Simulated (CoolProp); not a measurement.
Saturation properties of n-undecane.

Values from CoolProp's reference Helmholtz-energy equation of state, Aleksandrov 2011. It is a short technical equation, of lower accuracy than the large ones.

```
T (°C)     p (bar)  enthalpy of vaporisation (kJ/kg)  liquid cp (kJ/(kg K))
------  ----------  --------------------------------  ---------------------
225.25  (withheld)                             245.6                  3.011
231.05       2.238                             241.5                  3.037
236.75       2.514                             237.4                  3.063
242.55  (withheld)                             233.1                  3.090
248.25       3.148                        (withheld)                  3.118
254.05       3.512                        (withheld)                  3.146
259.75       3.901                        (withheld)             (withheld)
265.45       4.321                             214.7                  3.204
271.25       4.785                             209.7                  3.235
```

What belongs in the gaps?


- 225.25, p (bar): 1.983
- 242.55, p (bar): 2.820
- 248.25, enthalpy of vaporisation (kJ/kg): 228.7
- 254.05, enthalpy of vaporisation (kJ/kg): 224.2
- 259.75, enthalpy of vaporisation (kJ/kg): 219.5
- 259.75, liquid cp (kJ/(kg K)): 3.175

It boils at 195.8 °C under 1 atm.
